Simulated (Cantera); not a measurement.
A closed system holds: 1 mol MgF2, 63 mol H2, 0.11 mol H2O, held at 1875 K and 10.0 mbar.

These are equilibrium values from Cantera (NASA tables, ideal gas, pure condensed phases), not measurements of a reactor. Candidate condensed phases: H2O, Mg, MgF2, MgO, Mg(OH)2; 31 gas species. The tables' values for MgH are old estimates; treat these amounts as uncertain. Rates play no part.

Base state: H2 0.948, HF 0.0289, Mg 0.0141, H 0.00638, H2O 0.00168, MgF 0.000690, MgF2 0.000542, MgH 1.96e-5 (mole fractions); condensed: gas only.

Task: What changes in the equilibrium state with this change: H2 from 63 to 1.4 mol?

Result: 
```
species        before    after
-----------  --------  -------
H2              0.948    0.447
MgF2         0.000542    0.248
HF             0.0289    0.216
MgF          0.000690   0.0290
Mg             0.0141   0.0544
Mg2F4           <1e-9  5.84e-5
MgOH          1.99e-6  1.23e-5
MgH           1.96e-5  5.20e-5
MgO(s), mol         0    0.105
```
